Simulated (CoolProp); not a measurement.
Saturation properties of C3F8 (R218).

Model: reference Helmholtz-energy equation of state, Lemmon 2006, in CoolProp. It is a short technical equation, of lower accuracy than the large ones.

| T (°C) | p (kPa) | enthalpy of vaporisation (kJ/kg) | liquid cp (kJ/(kg K)) | surface tension (mN/m) |
|---|---|---|---|---|
| -39.65 | ___ | 106.2 | ___ | 10.8 |
| -35.85 | 105.7 | 104.8 | 0.9772 | 10.4 |
| -32.05 | 124.9 | 103.4 | 0.9859 | 9.95 |
| -28.25 | 146.8 | 101.9 | 0.9949 | 9.51 |
| -24.55 | 170.8 | 100.5 | ___ | 9.08 |
| -20.75 | 198.4 | 98.97 | 1.013 | 8.64 |
| -16.95 | 229.4 | 97.40 | 1.023 | 8.21 |
| -13.15 | ___ | 95.79 | 1.033 | 7.78 |
| -9.45 | 301.2 | 94.18 | 1.044 | 7.37 |
| -5.65 | 343.5 | 92.47 | 1.055 | 6.95 |
| -1.85 | 390.1 | 90.70 | 1.067 | 6.54 |

Fill in the missing entries.


- -39.65, p (kPa): 88.86
- -39.65, liquid cp (kJ/(kg K)): 0.9687
- -24.55, liquid cp (kJ/(kg K)): 1.004
- -13.15, p (kPa): 264.0

It boils at -36.8 °C under 1 atm.

Surface tension comes from a separate correlation (Mulero 2012).
